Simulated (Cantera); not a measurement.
What does this Cantera script print?

```python
import numpy as np
import cantera as ct

gas_names = """
    B BH BH2 BH3 BN B2 H H2 N NH NH2 NH3 N2 N2H2 N2H4
""".split()
cond_names = """
    B(b) B(L) BN(s)
""".split()


# ... load() reads the species with a 1 bar reference pressure and builds the phases ...
atoms = {
    'BN': {'B': 1, 'N': 1},
    'H2': {'H': 2},
}
top_T = {'BN(s)': 3200}  # K; cautious upper limits of use, not melting points


# ... equilibrate(T, P, feed) seeds the gas with the atoms and calls Mixture.equilibrate('TP', solver="vcs", rtol=1e-11, max_steps=5000) ...
results = []
feed = {'BN': 1, 'H2': 0.01}  # mol
T = 1723  # K
P = 133.322  # Pa
mix = equilibrate(T, P, feed)
results.append((T, P, feed, dict(zip(mix.species_names, mix.species_moles))))
x = sorted(zip(gas.X, gas.species_names), reverse=True)
print(f"T = {T:g} K  P = {P:g} Pa  gas = {mix.phase_moles(0):.4g} mol")
print("   x: " + "  ".join(f"{s} {v:.3e}" for v, s in x if v > 0.001))
print("   condensed (mol): " + ("  ".join(f"{mix.phase(i).name} {mix.phase_moles(i):.4g}"
      for i in range(1, mix.n_phases) if mix.phase_moles(i) > 1e-12) or "none"))
```

It prints:

```
T = 1723 K  P = 133.322 Pa  gas = 0.01003 mol
   x: H2 9.942e-01  H 4.980e-03
   condensed (mol): B(b) 1.375e-05  BN(s) 1
```

Method: chemical equilibrium by Gibbs-energy minimisation in Cantera with the NASA 1993 tables (ideal gas, pure condensed phases). The tables' values for BH2 are old estimates; treat these amounts as uncertain.
